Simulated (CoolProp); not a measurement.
Values from CoolProp's reference Helmholtz-energy equation of state, Thol 2022.

Problem. For vinyl chloride, give the phase and the density (kg/m³), cp (kJ/(kg K)), cv (kJ/(kg K)), expansivity (1/kK) at 404.1 K and 7 MPa.

Solution. 
- 404.1 K and 7 MPa: liquid; density 670, cp 2.09, cv 1.05, expansivity 5.51
